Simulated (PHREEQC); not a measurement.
Polishing slurry liquid

Make-up at 25 °C: 45 mmol/kgw HNO3 and 0.095 mmol/kgw CuSO4. Closed to the air; pH follows from the charge balance.

The numbers come from PHREEQC with the ion-association model, phreeqc.dat.

This is a speciation only: nothing precipitates in the calculation.

**Question.** Predict the pH.

**Answer.** pH 1.41.

**Question.** In which forms is S present?

**Answer.** HSO4- 68 %, SO4-2 32 % of the S.
